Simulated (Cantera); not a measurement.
Input: 1 mol CH3OH, 1.2 mol CO2, 3.6 mol N2, at 133 Pa.

Cantera equilibrium calculation (NASA polynomials, part measured and part estimated; ideal gas, pure solids and liquids). Candidate condensed phases: C, C6H6, C7H8, C8H18, H2O; 136 gas species. Kinetics and transport are ignored.

### Question
At 1602 °C, list the 7 most abundant gas species with their mole fractions, and the condensed phases.

### Answer
N2 0.460, CO 0.237, H2 0.143, H2O 0.109, CO2 0.0439, H 0.00679, OH 0.000403. Condensed: gas only.
